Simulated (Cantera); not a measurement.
Cantera run, input and output.

```python
import numpy as np
import cantera as ct

gas = ct.Solution("gri30.yaml")
gas.TPX = 475, 40000, {'CH4': 1, 'C2H6': 1.1, 'O2': 14.6, 'N2': 55}
inlet = ct.Reservoir(gas, clone=True)
gas.equilibrate("HP")  # start burning
reactor = ct.IdealGasConstPressureReactor(gas, energy="on", clone=False)
exhaust = ct.Reservoir(gas, clone=True)
tau = [0.13, 0.034, 0.0092, 0.0025, 0.00067, 0.00018, 5e-05, 1.3e-05, 3.6e-06][0]
for a, b in ((inlet, reactor), (reactor, exhaust)):
    ct.MassFlowController(a, b, mdot=lambda t: reactor.mass / tau)
net = ct.ReactorNet([reactor])
show = ['CH4', 'C2H6', 'O2', 'CO', 'C2H4']

rows = []
print(f"{'tau/s':>10s}{'T/K':>9s}" + "".join(f"{s:>11s}" for s in show))
for tau in [0.13, 0.034, 0.0092, 0.0025, 0.00067, 0.00018, 5e-05, 1.3e-05, 3.6e-06]:
    net.initial_time = 0.0
    net.advance(30 * tau)
    before = gas.X
    net.advance(40 * tau)
    drift = np.max(np.abs(gas.X - before) / (gas.X + 1e-9))
    rows.append([gas.T, *gas[show].X, drift])
    print(f"{tau:10.3e}{gas.T:9.1f}" + "".join(f"{x:11.3e}" for x in gas[show].X))
```

Output:

```
     tau/s      T/K        CH4       C2H6         O2         CO       C2H4
 1.300e-01   1428.4  1.146e-05  3.251e-06  1.212e-01  5.363e-04  6.407e-06
 3.400e-02   1417.1  2.786e-05  7.658e-06  1.215e-01  1.362e-03  9.942e-06
 9.200e-03   1391.8  7.213e-05  1.905e-05  1.224e-01  3.480e-03  1.406e-05
 2.500e-03   1325.8  2.712e-04  6.853e-05  1.262e-01  9.806e-03  2.898e-05
 6.700e-04    475.0  1.395e-02  1.534e-02  2.036e-01 -1.110e-16 -1.262e-17
 1.800e-04    475.0  1.395e-02  1.534e-02  2.036e-01 -3.783e-20 -4.302e-21
 5.000e-05    475.0  1.395e-02  1.534e-02  2.036e-01 -2.389e-21 -2.717e-22
 1.300e-05    475.0  1.395e-02  1.534e-02  2.036e-01 -1.509e-22 -1.716e-23
 3.600e-06    475.0  1.395e-02  1.534e-02  2.036e-01 -9.534e-24 -1.084e-24
```

Cantera simulation using GRI-Mech 3.0 (53 species, 325 reactions); the numbers are that mechanism's predictions, not measurements.
